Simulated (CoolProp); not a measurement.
Vapour-liquid equilibrium of n-octane (1) + ethylbenzene (2) at 162.55 °C; x and y are mole fractions of (1).

The numbers come from the multi-fluid Helmholtz-energy mixture model, Beckmüller 2019 and Zhou 2012; pair parameters Bell 2016 in CoolProp.

Give the bubble pressure and the first vapour's composition at x = 0.35, 0.5, 0.65. Is there an azeotrope?

x = 0.35: 0.2273 MPa, y = 0.419; x = 0.5: 0.2367 MPa, y = 0.559; x = 0.65: 0.2442 MPa, y = 0.690. No azeotrope shows between x = 0.05 and 0.95.

The pair parameters rest on a limited set of measurements; away from them the model extrapolates.
